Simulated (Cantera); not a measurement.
Charge: 1 mol NH₃, 0.042 mol H₂, held at 0.750 bar.

These are equilibrium values from Cantera (NASA tables, ideal gas, pure condensed phases), not measurements of a reactor. Equilibrium is a limit: real reactors are often held back by kinetics, nucleation or transport. All values below are at 1998 K.

Base state: H₂ 0.754, N₂ 0.245, H 0.00161 (mole fractions); condensed: gas only.

**Question.** What changes in the equilibrium state with this change: NH₃ replaced by CS₂?

**Answer.** 
```csv
species,before,after
CS₂,0,0.731
S₂,0,0.174
CS,0,0.0514
H₂,0.754,0.0301
N₂,0.245,0
H₂S,0,0.00646
SH,0,0.00515
"C(graphite), mol",0,0.165
```
Further candidate phases: C, C₆H₆, C₇H₈, C₈H₁₈, S.
